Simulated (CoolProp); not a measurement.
Properties of ethylbenzene at several states.

Computed with CoolProp (reference Helmholtz-energy equation of state, Zhou 2012).

```json
[
 {"T (K)": "228.3", "p (kPa)": "980", "phase": "liquid", "density (kg/m³)": "923.8", "cv (kJ/(kg K))": "?"},
 {"T (K)": "360.2", "p (kPa)": "203", "phase": "liquid", "density (kg/m³)": "?", "cv (kJ/(kg K))": "?"},
 {"T (K)": "200.8", "p (kPa)": "23", "phase": "liquid", "density (kg/m³)": "947.8", "cv (kJ/(kg K))": "1.098"}
]
```

Some entries are withheld; supply them.


- 228.3, cv (kJ/(kg K)): 1.152
- 360.2, density (kg/m³): 807.3
- 360.2, cv (kJ/(kg K)): 1.541
